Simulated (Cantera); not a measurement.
Hydrogen reduction and annealing atmospheres: PbO + H₂ + H₂O

Input: 1 mol PbO, 0.53 mol H₂, 2.4 mol H₂O, equilibrated at 615 Torr.

These are equilibrium values from Cantera (NASA tables, ideal gas, pure condensed phases), not measurements of a reactor. Candidate condensed phases: H₂O, Pb, PbO, PbO₂, Pb₃O₄; 12 gas species. Each liquid is taken as pure. Mutual solubility and eutectic melting of coexisting phases are not modelled. Gases not in the tables: (PbO)n polymers. Equilibrium is a limit: real reactors are often held back by kinetics, nucleation or transport.

```
T (°C)  x H₂O    x Pb    x PbO      x O₂  n Pb(l)  n PbO(l)
------  -----  ------  -------  --------  -------  --------
1175    0.976  0.0178  0.00541   1.33e-6    0.474     0.456
1225    0.959  0.0294   0.0105   3.71e-6    0.437     0.441
1275    0.932  0.0469   0.0194   9.61e-6    0.379     0.413
1325    0.891  0.0726   0.0345   2.34e-5    0.287     0.361
1375    0.830   0.109   0.0589   5.37e-5    0.139     0.267
1425    0.764   0.137   0.0973  0.000161        0     0.101
1475    0.744   0.134    0.120  0.000427        0         0
1525    0.743   0.134    0.120  0.000689        0         0
1575    0.742   0.135    0.119   0.00108        0         0
1625    0.741   0.136    0.118   0.00163        0         0
1675    0.739   0.137    0.117   0.00239        0         0
1725    0.737   0.138    0.115   0.00338        0         0
1775    0.735   0.140    0.113   0.00463        0         0
1825    0.731   0.142    0.110   0.00615        0         0
```
x: gas mole fraction; n: condensed amount in mol.

From 1175 °C to 1375 °C the condensed part is Pb(l) + PbO(l). At 1425 °C the condensed part is PbO(l). From 1475 °C to 1825 °C nothing is condensed.
